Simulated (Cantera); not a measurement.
A diamond (100) surface in a fixed gas of H2 with x(CH4) = 0.02, x(CH3) = 4.8e-05, at 1275 K, 0.0310 bar; coverages are run to steady state.

Computed with Cantera and the Harris–Goodwin 1993 mechanism for the reconstructed diamond (100) surface.

θ: site fractions in the mechanism's names (c6HH fully hydrogenated, c6H* and c6*H radical sites, c6** diradical, c6HM methylated).

```
x(H)     growth (µm/h)  θ c6HH  θ c6H*  θ c6*H   θ c6**    θ c6HM
-------  -------------  ------  ------  ------  -------  --------
0.0001         0.00923   0.647  0.0286   0.319  0.00445   4.71e-5
0.00025              …       …       …       …        …         …
0.00061              …       …  0.0428   0.477        …         …
0.0015           0.159   0.419  0.0452   0.503   0.0315  0.000104
0.0038           0.243   0.402  0.0461   0.514   0.0379  0.000111
0.0094           0.370   0.394  0.0465   0.518   0.0411  0.000109
0.023            0.594   0.391  0.0467   0.519   0.0425   9.63e-5
0.058            0.957   0.390  0.0470   0.520   0.0432   7.23e-5
0.14              1.35   0.389  0.0476   0.519   0.0436   4.54e-5
```

Q: Complete the blanks.

A: 
- 0.00025, growth (µm/h): 0.0373
- 0.00025, θ c6HH: 0.530
- 0.00025, θ c6H*: 0.0377
- 0.00025, θ c6*H: 0.420
- 0.00025, θ c6**: 0.0117
- 0.00025, θ c6HM: 6.81e-5
- 0.00061, growth (µm/h): 0.0907
- 0.00061, θ c6HH: 0.457
- 0.00061, θ c6**: 0.0219
- 0.00061, θ c6HM: 8.83e-5
